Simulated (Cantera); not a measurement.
A freely propagating, adiabatic, planar premixed flame of C₃H₈ : O₂ : N₂ = 1 : 5.88 : 22.1 (molar parts), equivalence ratio 0.85, unburnt at 325 K and 760 Torr; mixture-averaged transport, grid criteria slope 0.08 and curve 0.16, no radiation.

Model: GRI-Mech 3.0 (53 species, 325 reactions), integrated in Cantera. GRI-Mech 3.0 was tuned for natural gas; its chemistry of propane as a main component is partial and can be far from experiment. Burning velocities carry a grid error of a few per cent, more on coarse grids.

### Question
Predict: laminar burning velocity; thermal thickness; peak x(HCO); peak x(H₂); peak x(C₂H); peak x(OH).

### Answer
| Property | Result |
|---|---|
| laminar burning velocity | 47.6 cm/s |
| thermal thickness | 0.361 mm |
| peak x(HCO) | 5.71e-5 |
| peak x(H₂) | 0.0132 |
| peak x(C₂H) | 5.27e-7 |
| peak x(OH) | 0.00719 |
